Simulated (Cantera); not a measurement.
What does this Cantera script print?

```python
import numpy as np
import cantera as ct

gas_names = [...]  # 114 gases of nasa_gas.yaml made of C, Fe, H, O
cond_names = """
    C(gr) C6H6(L) C7H8(L) C8H18(L),n-octa Fe(a) Fe(c) Fe(d) Fe(L) FeC5O5(L) FeO(s) FeO(L) Fe(OH)2(s)
    Fe(OH)3(s) Fe2O3(s) Fe3O4(s) H2O(s) H2O(L)
""".split()


# ... load() reads the species with a 1 bar reference pressure and builds the phases ...
atoms = {
    'Fe2O3': {'Fe': 2, 'O': 3},
    'CO': {'C': 1, 'O': 1},
    'H2': {'H': 2},
}
top_T = {'C(gr)': 4500, 'Fe2O3(s)': 1830, 'Fe3O4(s)': 1870}  # K; cautious upper limits of use, not melting points


# ... equilibrate(T, P, feed) seeds the gas with the atoms and calls Mixture.equilibrate('TP', solver="vcs", rtol=1e-11, max_steps=5000) ...
results = []
P = 33000  # Pa
for T in [1550, 1575, 1600, 1625, 1650, 1675, 1700, 1725, 1750, 1775, 1800, 1825]:
    for m in [1.7, 2.3, 2.9, 3.4, 4, 4.6, 5.1, 5.7, 6.2, 6.8, 7.4, 7.9, 8.5]:
        feed = {'Fe2O3': 1, 'CO': m, 'H2': 0.32}  # mol
        mix = equilibrate(T, P, feed)
        results.append((T, P, feed, dict(zip(mix.species_names, mix.species_moles))))

for T, P, feed, n in results:
    print(f"{T:7g} {feed['CO']:10.4g}  " + (" + ".join(c for c in cond_names if n.get(c, 0) > 1e-12) or "gas only"))
```

It prints:

```
   1550        1.7  FeO(s)
   1550        2.3  FeO(s)
   1550        2.9  FeO(s)
   1550        3.4  FeO(s)
   1550          4  FeO(s)
   1550        4.6  FeO(s)
   1550        5.1  FeO(s)
   1550        5.7  FeO(s)
   1550        6.2  FeO(s)
   1550        6.8  Fe(c) + FeO(s)
   1550        7.4  Fe(c) + FeO(s)
   1550        7.9  Fe(c) + FeO(s)
   1550        8.5  Fe(c) + FeO(s)
   1575        1.7  FeO(s)
   1575        2.3  FeO(s)
   1575        2.9  FeO(s)
   1575        3.4  FeO(s)
   1575          4  FeO(s)
   1575        4.6  FeO(s)
   1575        5.1  FeO(s)
   1575        5.7  FeO(s)
   1575        6.2  FeO(s)
   1575        6.8  Fe(c) + FeO(s)
   1575        7.4  Fe(c) + FeO(s)
   1575        7.9  Fe(c) + FeO(s)
   1575        8.5  Fe(c) + FeO(s)
   1600        1.7  FeO(s)
   1600        2.3  FeO(s)
   1600        2.9  FeO(s)
   1600        3.4  FeO(s)
   1600          4  FeO(s)
   1600        4.6  FeO(s)
   1600        5.1  FeO(s)
   1600        5.7  FeO(s)
   1600        6.2  FeO(s)
   1600        6.8  FeO(s)
   1600        7.4  Fe(c) + FeO(s)
   1600        7.9  Fe(c) + FeO(s)
   1600        8.5  Fe(c) + FeO(s)
   1625        1.7  FeO(s)
   1625        2.3  FeO(s)
   1625        2.9  FeO(s)
   1625        3.4  FeO(s)
   1625          4  FeO(s)
   1625        4.6  FeO(s)
   1625        5.1  FeO(s)
   1625        5.7  FeO(s)
   1625        6.2  FeO(s)
   1625        6.8  FeO(s)
   1625        7.4  Fe(c) + FeO(s)
   1625        7.9  Fe(c) + FeO(s)
   1625        8.5  Fe(c) + FeO(s)
   1650        1.7  FeO(L)
   1650        2.3  FeO(L)
   1650        2.9  FeO(L)
   1650        3.4  FeO(L)
   1650          4  FeO(L)
   1650        4.6  FeO(L)
   1650        5.1  FeO(L)
   1650        5.7  FeO(L)
   1650        6.2  FeO(L)
   1650        6.8  FeO(L)
   1650        7.4  Fe(c) + FeO(L)
   1650        7.9  Fe(c) + FeO(L)
   1650        8.5  Fe(c) + FeO(L)
   1675        1.7  FeO(L)
   1675        2.3  FeO(L)
   1675        2.9  FeO(L)
   1675        3.4  FeO(L)
   1675          4  FeO(L)
   1675        4.6  FeO(L)
   1675        5.1  FeO(L)
   1675        5.7  FeO(L)
   1675        6.2  FeO(L)
   1675        6.8  FeO(L)
   1675        7.4  Fe(d) + FeO(L)
   1675        7.9  Fe(d) + FeO(L)
   1675        8.5  Fe(d) + FeO(L)
   1700        1.7  FeO(L)
   1700        2.3  FeO(L)
   1700        2.9  FeO(L)
   1700        3.4  FeO(L)
   1700          4  FeO(L)
   1700        4.6  FeO(L)
   1700        5.1  FeO(L)
   1700        5.7  FeO(L)
   1700        6.2  FeO(L)
   1700        6.8  FeO(L)
   1700        7.4  FeO(L)
   1700        7.9  Fe(d) + FeO(L)
   1700        8.5  Fe(d) + FeO(L)
   1725        1.7  FeO(L)
   1725        2.3  FeO(L)
   1725        2.9  FeO(L)
   1725        3.4  FeO(L)
   1725          4  FeO(L)
   1725        4.6  FeO(L)
   1725        5.1  FeO(L)
   1725        5.7  FeO(L)
   1725        6.2  FeO(L)
   1725        6.8  FeO(L)
   1725        7.4  FeO(L)
   1725        7.9  Fe(d) + FeO(L)
   1725        8.5  Fe(d) + FeO(L)
   1750        1.7  FeO(L)
   1750        2.3  FeO(L)
   1750        2.9  FeO(L)
   1750        3.4  FeO(L)
   1750          4  FeO(L)
   1750        4.6  FeO(L)
   1750        5.1  FeO(L)
   1750        5.7  FeO(L)
   1750        6.2  FeO(L)
   1750        6.8  FeO(L)
   1750        7.4  FeO(L)
   1750        7.9  FeO(L)
   1750        8.5  Fe(d) + FeO(L)
   1775        1.7  FeO(L)
   1775        2.3  FeO(L)
   1775        2.9  FeO(L)
   1775        3.4  FeO(L)
   1775          4  FeO(L)
   1775        4.6  FeO(L)
   1775        5.1  FeO(L)
   1775        5.7  FeO(L)
   1775        6.2  FeO(L)
   1775        6.8  FeO(L)
   1775        7.4  FeO(L)
   1775        7.9  FeO(L)
   1775        8.5  Fe(d) + FeO(L)
   1800        1.7  FeO(L)
   1800        2.3  FeO(L)
   1800        2.9  FeO(L)
   1800        3.4  FeO(L)
   1800          4  FeO(L)
   1800        4.6  FeO(L)
   1800        5.1  FeO(L)
   1800        5.7  FeO(L)
   1800        6.2  FeO(L)
   1800        6.8  FeO(L)
   1800        7.4  FeO(L)
   1800        7.9  FeO(L)
   1800        8.5  Fe(d) + FeO(L)
   1825        1.7  FeO(L)
   1825        2.3  FeO(L)
   1825        2.9  FeO(L)
   1825        3.4  FeO(L)
   1825          4  FeO(L)
   1825        4.6  FeO(L)
   1825        5.1  FeO(L)
   1825        5.7  FeO(L)
   1825        6.2  FeO(L)
   1825        6.8  FeO(L)
   1825        7.4  FeO(L)
   1825        7.9  FeO(L)
   1825        8.5  FeO(L)
```

Equilibrium computed with Cantera from the NASA thermochemical tables; the gas is ideal and each condensed phase is pure. Mutual solubility and eutectic melting of coexisting phases are not modelled. The tables' stoichiometric FeO is somewhat more stable than real wüstite, so its field is too wide. FeO: taken at fixed stoichiometry.
